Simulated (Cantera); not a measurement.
What does this Cantera script print?

```python
import numpy as np
import cantera as ct

gas = ct.Solution("h2o2.yaml")
gas.TP = 300, 100000
flame = ct.CounterflowDiffusionFlame(gas, width=0.02)
flame.fuel_inlet.X, flame.fuel_inlet.T = {'H2': 1}, 300
flame.oxidizer_inlet.X, flame.oxidizer_inlet.T = {'O2': 0.22, 'N2': 0.78}, 350
flame.set_refine_criteria(ratio=3, slope=0.12, curve=0.24, prune=0.03)
show = ['OH', 'H', 'H2O', 'HO2']

rows = []
print(f"{'mdot':>8s}{'a_max':>10s}{'a_mean':>10s}{'Tmax/K':>9s}" + "".join(f"{s:>11s}" for s in show) + "   (peak mole fractions)")
for i, mdot in enumerate([0.6, 0.87, 1.3, 1.9, 2.7, 4, 5.8, 8.4, 12]):  # kg/m2/s on the oxidiser side
    flame.oxidizer_inlet.mdot, flame.fuel_inlet.mdot = mdot, 0.29 * mdot
    flame.solve(loglevel=0, auto=(i == 0))
    if flame.T.max() < max(300, 350) + 100:
        print(f"{mdot:8.3g}  no burning solution found from the previous one")
        break
    dT = np.abs(np.gradient(flame.T, flame.grid))
    rows.append([flame.strain_rate("max"), flame.strain_rate("mean"), flame.T.max(),
                 *(flame.X[gas.species_index(s)].max() for s in show), max(dT[0], dT[-1]) / dT.max()])
    print(f"{mdot:8.3g}{rows[-1][0]:10.1f}{rows[-1][1]:10.1f}{rows[-1][2]:9.1f}" + "".join(f"{x:11.3e}" for x in rows[-1][3:-1]))
```

Output:

```
    mdot     a_max    a_mean   Tmax/K         OH          H        H2O        HO2   (peak mole fractions)
     0.6     744.4     137.9   2443.4  2.075e-02  1.695e-02  2.875e-01  5.939e-05
    0.87    1040.0     199.9   2394.5  2.093e-02  1.914e-02  2.843e-01  7.588e-05
     1.3    1473.1     298.7   2342.2  2.112e-02  2.200e-02  2.813e-01  9.540e-05
     1.9    2019.4     436.6   2284.2  2.110e-02  2.485e-02  2.782e-01  1.156e-04
     2.7    2723.7     620.4   2224.7  2.084e-02  2.785e-02  2.753e-01  1.368e-04
       4    3803.4     919.1   2154.0  2.031e-02  3.160e-02  2.721e-01  1.626e-04
     5.8    5202.9    1332.7   2091.1  1.979e-02  3.564e-02  2.689e-01  1.905e-04
     8.4    6979.1    1930.1   2014.6  1.864e-02  3.914e-02  2.658e-01  2.181e-04
      12    9967.7    2757.2   1949.2  1.782e-02  4.313e-02  2.622e-01  2.493e-04
```

Cantera simulation using the H2/O2 subset of GRI-Mech 3.0, which has no nitrogen chemistry; the numbers are that mechanism's predictions, not measurements. The maximum strain rate includes the flame's own expansion and is several times the mean.
